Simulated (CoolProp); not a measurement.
R1336mzz(Z) along the isobar 9800 kPa: fugacity coefficient from the reference equation and from simpler models built on Tc = 444.5 K, pc = 2904 kPa, ω = 0.386; each cubic takes its own stable root.

The numbers come from the reference Helmholtz-energy equation of state, McLinden 2020 in CoolProp.

```json
[
 {"T (K)": "204.6", "phase": "liquid", "reference": "3.950e-5"},
 {"T (K)": "221.6", "phase": "liquid", "reference": "0.0001739"},
 {"T (K)": "238.6", "phase": "liquid", "reference": "0.0005931"},
 {"T (K)": "255.5", "phase": "liquid", "reference": "0.001647"},
 {"T (K)": "272.5", "phase": "liquid", "reference": "0.003924"},
 {"T (K)": "289.4", "phase": "liquid", "reference": "0.008188"},
 {"T (K)": "306.4", "phase": "liquid", "reference": "0.01545"},
 {"T (K)": "323.3", "phase": "liquid", "reference": "0.02663"},
 {"T (K)": "340.3", "phase": "liquid", "reference": "0.04281"},
 {"T (K)": "357.2", "phase": "liquid", "reference": "0.06458"},
 {"T (K)": "374.2", "phase": "liquid", "reference": "0.09266"},
 {"T (K)": "391.2", "phase": "liquid", "reference": "0.1271"},
 {"T (K)": "408.1", "phase": "liquid", "reference": "0.1674"}
]
```

Problem. How far does each simpler model (Redlich-Kwong, Soave-Redlich-Kwong) lie from the reference over these 13 states: mean and median of the absolute difference, and the worst?

Solution. 
- Redlich-Kwong: mean 249.4 %, median 137.3 %, worst +930.9 % at 204.6 K and 9800 kPa
- Soave-Redlich-Kwong: mean 9.8 %, median 9.9 %, worst +12.6 % at 204.6 K and 9800 kPa
